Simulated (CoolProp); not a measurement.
A closed Brayton cycle with carbon dioxide: compressor inlet 331.15 K and 7.7 MPa, high pressure 15.7 MPa, turbine inlet 925 K, compressor efficiency 0.85, turbine efficiency 0.9, recuperator effectiveness 0.8 (on enthalpy, no pinch check). Each further row changes one setting.

The numbers come from the reference Helmholtz-energy equation of state, Span 1996 in CoolProp.

| case | thermal efficiency (%) | net work (kJ/kg) | compressor to turbine work | compressor exit (K) | turbine exit (K) |
|---|---|---|---|---|---|
| as stated | ? | 68.9 | 0.36 | 394.5 | 832.9 |
| turbine inlet 875 K | ? | ? | 0.38 | 394.5 | 786.2 |
| compressor inlet 341.15 K | 25.9 | ? | 0.40 | ? | 832.9 |
| high pressure 13.3 MPa | 23.1 | ? | 0.35 | ? | 853.8 |
| recuperator effectiveness 0.5 | ? | 68.9 | 0.36 | 394.5 | 832.9 |

**Question.** Some entries are withheld; supply them.

**Answer.** 
- as stated, thermal efficiency (%): 26.4
- turbine inlet 875 K, thermal efficiency (%): 25.7
- turbine inlet 875 K, net work (kJ/kg): 62.7
- compressor inlet 341.15 K, net work (kJ/kg): 65.2
- compressor inlet 341.15 K, compressor exit (K): 407.2
- high pressure 13.3 MPa, net work (kJ/kg): 54.7
- high pressure 13.3 MPa, compressor exit (K): 379.3
- recuperator effectiveness 0.5, thermal efficiency (%): 16.7
